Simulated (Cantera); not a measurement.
What does this Cantera script print?

```python
import numpy as np
import cantera as ct

gas_names = """
    C CN CO CO2 C2 CCN CNC C2N2 C2O C3 C3O2 C4 C4N2 C5 N NCO NO NO2 NO3 N2 N2O O O2 O3 Pb PbO Pb2
""".split()
cond_names = """
    C(gr) Pb(cr) Pb(L) PbO(rd) PbO(yw) PbO(L) PbO2(s) Pb3O4(s)
""".split()


# ... load() reads the species with a 1 bar reference pressure and builds the phases ...
atoms = {
    'Pb': {'Pb': 1},
    'CO2': {'C': 1, 'O': 2},
    'N2': {'N': 2},
}
top_T = {'C(gr)': 4500, 'Pb3O4(s)': 820}  # K; cautious upper limits of use, not melting points


# ... equilibrate(T, P, feed) seeds the gas with the atoms and calls Mixture.equilibrate('TP', solver="vcs", rtol=1e-11, max_steps=5000) ...
results = []
feed = {'Pb': 1, 'CO2': 1.3, 'N2': 13}  # mol
T = 1350  # K
P = 10000  # Pa
mix = equilibrate(T, P, feed)
results.append((T, P, feed, dict(zip(mix.species_names, mix.species_moles))))
print(gas.report(threshold=0.001))
for i in range(1, mix.n_phases):
    print(f"{mix.phase(i).name:16s} {mix.phase_moles(i):12.5e} mol")
```

Result:

```
       temperature   1350 K
          pressure   10000 Pa
           density   0.034165 kg/m^3
  mean mol. weight   38.348 kg/kmol
   phase of matter   gas

                          1 kg             1 kmol
                     ---------------   ---------------
          enthalpy        2.6749e+05        1.0258e+07  J
   internal energy            -25210       -9.6675e+05  J
           entropy            6887.3        2.6411e+05  J/K
    Gibbs function       -9.0303e+06        -3.463e+08  J
 heat capacity c_p            927.53             35569  J/K
 heat capacity c_v            710.71             27255  J/K

                      mass frac. Y      mole frac. X     chem. pot. / RT
                     ---------------   ---------------   ---------------
                CO        0.00074632         0.0010218           -45.478
               CO2          0.097944          0.085346           -69.506
                N2           0.63093           0.86368           -28.143
                Pb           0.26436          0.048927            -10.85
               PbO         0.0059462         0.0010216           -34.878
     [  +22 minor]        7.6272e-05        7.1902e-06

C(gr)             0.00000e+00 mol
Pb(L)             2.47970e-01 mol
PbO(L)            0.00000e+00 mol
```

Cantera equilibrium calculation (NASA polynomials, part measured and part estimated; ideal gas, pure solids and liquids). Gases not in the tables: (PbO)n polymers.
